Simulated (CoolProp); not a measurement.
Values from CoolProp's reference Helmholtz-energy equation of state, Lemmon 2003. It is a pseudo-pure fit of the blend.

### Question
For R404A, give the phase and the speed of sound (m/s), isothermal compressibility (1/MPa), conductivity (mW/(m K)), fugacity coefficient at 312.6 K and 2740 kPa.

### Answer
- 312.6 K and 2740 kPa: liquid; speed of sound 324, isothermal compressibility 0.0167, conductivity 64.2, fugacity coefficient 0.515

Thermal conductivity comes from a separate model (Geller 2001).
